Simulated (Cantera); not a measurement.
## Si + H₂O + H₂ (thermal oxidation and active oxidation of silicon)

Charge: 1 mol Si, a varied amount of H₂O, 1.6 mol H₂, held at 2100 K and 0.430 bar.

Equilibrium computed with Cantera from the NASA thermochemical tables; the gas is ideal and each condensed phase is pure. Candidate condensed phases: H₂O, Si, SiO₂; 18 gas species. The tables hold silica as quartz up to 1696 K and as liquid above; real silica turns to tridymite and cristobalite and melts near 1996 K. Gases not in the tables: Si(OH)₄, Si₂H₆ and higher silanes. Kinetics and transport are ignored.

From 0.0092 mol H₂O to 0.89 mol H₂O the condensed part is Si(l). From 1.5 mol H₂O to 2.5 mol H₂O the condensed part is SiO₂(l). The share of Si in condensed phases is highest at 0.0092 mol H₂O (99.0 %) and lowest at 0.89 mol H₂O (10.8 %).

```json
[
 {"n(H₂O) (mol)": "0.0092", "x H₂": "0.989", "x SiO": "0.00567", "x H₂O": "1.30e-6", "x H": "0.00473", "x Si": "0.000310", "x SiH₂": "0.000180", "x SiH": "0.000110", "x OH": "7.39e-10", "n Si(l)": "0.990", "n SiO₂(l)": "0"},
 {"n(H₂O) (mol)": "0.015", "x H₂": "0.986", "x SiO": "0.00918", "x H₂O": "2.10e-6", "x H": "0.00472", "x Si": "0.000310", "x SiH₂": "0.000180", "x SiH": "0.000110", "x OH": "1.19e-9", "n Si(l)": "0.984", "n SiO₂(l)": "0"},
 {"n(H₂O) (mol)": "0.025", "x H₂": "0.980", "x SiO": "0.0151", "x H₂O": "3.43e-6", "x H": "0.00470", "x Si": "0.000310", "x SiH₂": "0.000179", "x SiH": "0.000109", "x OH": "1.96e-9", "n Si(l)": "0.974", "n SiO₂(l)": "0"},
 {"n(H₂O) (mol)": "0.042", "x H₂": "0.970", "x SiO": "0.0249", "x H₂O": "5.59e-6", "x H": "0.00468", "x Si": "0.000310", "x SiH₂": "0.000177", "x SiH": "0.000109", "x OH": "3.21e-9", "n Si(l)": "0.957", "n SiO₂(l)": "0"},
 {"n(H₂O) (mol)": "0.07", "x H₂": "0.955", "x SiO": "0.0401", "x H₂O": "8.88e-6", "x H": "0.00464", "x Si": "0.000310", "x SiH₂": "0.000174", "x SiH": "0.000108", "x OH": "5.14e-9", "n Si(l)": "0.929", "n SiO₂(l)": "0"},
 {"n(H₂O) (mol)": "0.12", "x H₂": "0.930", "x SiO": "0.0650", "x H₂O": "1.40e-5", "x H": "0.00458", "x Si": "0.000310", "x SiH₂": "0.000170", "x SiH": "0.000106", "x OH": "8.22e-9", "n Si(l)": "0.879", "n SiO₂(l)": "0"},
 {"n(H₂O) (mol)": "0.19", "x H₂": "0.899", "x SiO": "0.0957", "x H₂O": "2.00e-5", "x H": "0.00451", "x Si": "0.000310", "x SiH₂": "0.000164", "x SiH": "0.000105", "x OH": "1.19e-8", "n Si(l)": "0.809", "n SiO₂(l)": "0"},
 {"n(H₂O) (mol)": "0.32", "x H₂": "0.853", "x SiO": "0.142", "x H₂O": "2.82e-5", "x H": "0.00439", "x Si": "0.000310", "x SiH₂": "0.000156", "x SiH": "0.000102", "x OH": "1.73e-8", "n Si(l)": "0.679", "n SiO₂(l)": "0"},
 {"n(H₂O) (mol)": "0.53", "x H₂": "0.796", "x SiO": "0.199", "x H₂O": "3.67e-5", "x H": "0.00424", "x Si": "0.000310", "x SiH₂": "0.000145", "x SiH": "9.85e-5", "x OH": "2.33e-8", "n Si(l)": "0.469", "n SiO₂(l)": "0"},
 {"n(H₂O) (mol)": "0.89", "x H₂": "0.733", "x SiO": "0.263", "x H₂O": "4.46e-5", "x H": "0.00407", "x Si": "0.000310", "x SiH₂": "0.000134", "x SiH": "9.45e-5", "x OH": "2.95e-8", "n Si(l)": "0.108", "n SiO₂(l)": "0"},
 {"n(H₂O) (mol)": "1.5", "x H₂": "0.849", "x SiO": "0.142", "x H₂O": "0.00440", "x H": "0.00438", "x Si": "1.98e-6", "x SiH₂": "9.87e-7", "x SiH": "6.48e-7", "x OH": "2.70e-6", "n Si(l)": "0", "n SiO₂(l)": "0.484"},
 {"n(H₂O) (mol)": "2.5", "x H₂": "0.864", "x SiO": "0.00506", "x H₂O": "0.126", "x H": "0.00442", "x Si": "2.50e-9", "x SiH₂": "1.27e-9", "x SiH": "8.26e-10", "x OH": "7.67e-5", "n Si(l)": "0", "n SiO₂(l)": "0.979"}
]
```
x: gas mole fraction; n: condensed amount in mol.
